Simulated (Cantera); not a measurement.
A perfectly stirred reactor is fed with 9.09 % H₂, 5.35 % O₂, 85.6 % N₂, at 0.148 atm; it is held at 950 K, and followed from long to short residence time.

Cantera simulation using GRI-Mech 3.0 (53 species, 325 reactions); the numbers are that mechanism's predictions, not measurements. The temperature is held fixed by assumption; the heat of reaction is taken as removed at once.

Problem. Predict: x(H₂) at τ = 0.450 s; x(O₂) at τ = 0.450 s; x(O) at τ = 0.450 s; x(H₂O) at τ = 0.450 s; x(OH) at τ = 0.450 s; x(H₂) at τ = 20.0 ms; x(O₂) at τ = 20.0 ms; x(O) at τ = 20.0 ms; x(H₂O) at τ = 20.0 ms; x(OH) at τ = 20.0 ms.

Solution. 
```json
{
 "x(H₂) at τ = 0.450 s": "0.00187",
 "x(O₂) at τ = 0.450 s": "0.00934",
 "x(O) at τ = 0.450 s": "7.01e-5",
 "x(H₂O) at τ = 0.450 s": "0.0931",
 "x(OH) at τ = 0.450 s": "7.27e-5",
 "x(H₂) at τ = 20.0 ms": "0.0101",
 "x(O₂) at τ = 20.0 ms": "0.0140",
 "x(O) at τ = 20.0 ms": "0.000401",
 "x(H₂O) at τ = 20.0 ms": "0.0825",
 "x(OH) at τ = 20.0 ms": "0.000228"
}
```
